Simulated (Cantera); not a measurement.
Charge: 1 mol HMDSO, 1.3 mol NO, held at 2025 K and 1.00 bar.

Cantera equilibrium calculation (NASA polynomials, part measured and part estimated; ideal gas, pure solids and liquids). Candidate condensed phases: C, C6H6, C7H8, C8H18, H2O, Si, SiC, SiO2, Si2N2O, Si3N4; 151 gas species. The feed counts by its element totals alone. Equilibrium is a limit: real reactors are often held back by kinetics, nucleation or transport.

Base state: H2 0.749, CO 0.190, N2 0.0527, HCN 0.00323, SiO 0.00188, H 0.00167, C2H2 (acetylene) 0.000678, CH4 0.000223 (mole fractions); condensed: C(graphite) + SiC(s).

**Question.** What changes in the equilibrium state with this change: temperature from 2025 K to 573.15 K?

**Answer.** 
```
species                before   after
-------------------  --------  ------
CH4                  0.000223   0.916
H2                      0.749  0.0668
N2                     0.0527  0.0175
CO                      0.190   <1e-9
SiO                   0.00188   <1e-9
HCN                   0.00323   <1e-9
H                     0.00167   <1e-9
C(graphite), mol         1.69    1.66
SiC(s), mol              1.98       0
SiO2(α-quartz), mol         0   0.867
Si2N2O(s), mol              0   0.567
```

**Question.** What changes in the equilibrium state with this change: NO from 1.3 to 6.4 mol?

**Answer.** 
| species | before | after |
|---|---|---|
| H2 | 0.749 | 0.483 |
| CO | 0.190 | 0.320 |
| N2 | 0.0527 | 0.144 |
| SiO | 0.00188 | 0.0501 |
| C2H2 (acetylene) | 0.000678 | 2.76e-5 |
| CH4 | 0.000223 | 2.33e-5 |
| H2O | 1.52e-5 | 6.55e-5 |
| Si | 3.50e-6 | 1.39e-5 |
| C(graphite), mol | 1.69 | 0 |
| SiC(s), mol | 1.98 | 0.0291 |
| Si2N2O(s), mol | 0 | 0.520 |
Mutual solubility and eutectic melting of coexisting phases are not modelled. Gases not in the tables: Si2H6 and higher silanes.
